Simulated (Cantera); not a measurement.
Hydrocarbon pyrolysis for carbon deposition

An isothermal, constant-pressure homogeneous reactor starts with 4.17 % CH₄, 95.8 % N₂, at 1800 K and 0.0132 atm.

Cantera simulation using GRI-Mech 3.0 (53 species, 325 reactions); the numbers are that mechanism's predictions, not measurements. GRI-Mech 3.0 stops at C3 and has no aromatics, soot or wall deposition, so with more carbon than oxygen in the feed, carbon stays in small species such as C2H2 where larger ones or solid carbon would form. Radical loss at walls, strong at low pressure, is not modelled.

```json
[
 {"t (s)": "0.000600", "x CH₄": "0.0416", "x C₂H₄": "9.71e-9", "x CH₂": "1.87e-9", "x C₂H₆": "6.17e-10", "x C₂H₂": "5.24e-11", "x H": "1.18e-6", "x C₂H": "<1e-12"},
 {"t (s)": "0.00130", "x CH₄": "0.0416", "x C₂H₄": "1.14e-7", "x CH₂": "7.60e-9", "x C₂H₆": "5.13e-9", "x C₂H₂": "1.41e-9", "x H": "1.20e-6", "x C₂H": "<1e-12"},
 {"t (s)": "0.00281", "x CH₄": "0.0415", "x C₂H₄": "1.23e-6", "x CH₂": "3.08e-8", "x C₂H₆": "3.47e-8", "x C₂H₂": "3.40e-8", "x H": "1.30e-6", "x C₂H": "<1e-12"},
 {"t (s)": "0.00610", "x CH₄": "0.0413", "x C₂H₄": "1.25e-5", "x CH₂": "1.26e-7", "x C₂H₆": "1.96e-7", "x C₂H₂": "7.77e-7", "x H": "1.82e-6", "x C₂H": "2.42e-11"},
 {"t (s)": "0.0132", "x CH₄": "0.0407", "x C₂H₄": "0.000118", "x CH₂": "4.96e-7", "x C₂H₆": "9.62e-7", "x C₂H₂": "1.73e-5", "x H": "4.38e-6", "x C₂H": "8.86e-10"},
 {"t (s)": "0.0286", "x CH₄": "0.0378", "x C₂H₄": "0.000862", "x CH₂": "1.66e-6", "x C₂H₆": "3.68e-6", "x C₂H₂": "0.000362", "x H": "1.77e-5", "x C₂H": "1.61e-8"},
 {"t (s)": "0.0619", "x CH₄": "0.0267", "x C₂H₄": "0.00194", "x CH₂": "3.13e-6", "x C₂H₆": "5.27e-6", "x C₂H₂": "0.00452", "x H": "7.19e-5", "x C₂H": "1.56e-7"},
 {"t (s)": "0.134", "x CH₄": "0.0129", "x C₂H₄": "0.000488", "x CH₂": "2.53e-6", "x C₂H₆": "1.82e-6", "x C₂H₂": "0.0129", "x H": "0.000147", "x C₂H": "4.14e-7"},
 {"t (s)": "0.291", "x CH₄": "0.00489", "x C₂H₄": "7.91e-5", "x CH₂": "1.65e-6", "x C₂H₆": "3.92e-7", "x C₂H₂": "0.0174", "x H": "0.000223", "x C₂H": "6.48e-7"},
 {"t (s)": "0.629", "x CH₄": "0.00142", "x C₂H₄": "9.99e-6", "x CH₂": "9.49e-7", "x C₂H₆": "5.67e-8", "x C₂H₂": "0.0192", "x H": "0.000325", "x C₂H": "9.49e-7"},
 {"t (s)": "1.36", "x CH₄": "0.000339", "x C₂H₄": "1.23e-6", "x CH₂": "4.43e-7", "x C₂H₆": "5.53e-9", "x C₂H₂": "0.0198", "x H": "0.000456", "x C₂H": "1.33e-6"},
 {"t (s)": "2.95", "x CH₄": "7.64e-5", "x C₂H₄": "4.40e-7", "x CH₂": "1.69e-7", "x C₂H₆": "4.27e-10", "x C₂H₂": "0.0199", "x H": "0.000592", "x C₂H": "1.73e-6"},
 {"t (s)": "6.39", "x CH₄": "1.60e-5", "x C₂H₄": "3.75e-7", "x CH₂": "5.04e-8", "x C₂H₆": "2.46e-11", "x C₂H₂": "0.0199", "x H": "0.000704", "x C₂H": "2.06e-6"},
 {"t (s)": "13.9", "x CH₄": "2.46e-6", "x C₂H₄": "3.68e-7", "x CH₂": "8.95e-9", "x C₂H₆": "<1e-12", "x C₂H₂": "0.0199", "x H": "0.000756", "x C₂H": "2.21e-6"},
 {"t (s)": "30.0", "x CH₄": "4.46e-7", "x C₂H₄": "3.68e-7", "x CH₂": "1.65e-9", "x C₂H₆": "<1e-12", "x C₂H₂": "0.0199", "x H": "0.000762", "x C₂H": "2.23e-6"}
]
```
x: mole fraction; the columns are a selection and need not sum to one.

Equilibrium at this temperature and pressure: CH₄ 6.40e-7, C₂H₄ 6.03e-8, CH₂ 2.37e-9, C₂H₆ <1e-12, C₂H₂ 0.00327, H 0.000763, C₂H 3.66e-7 (gas phase only).
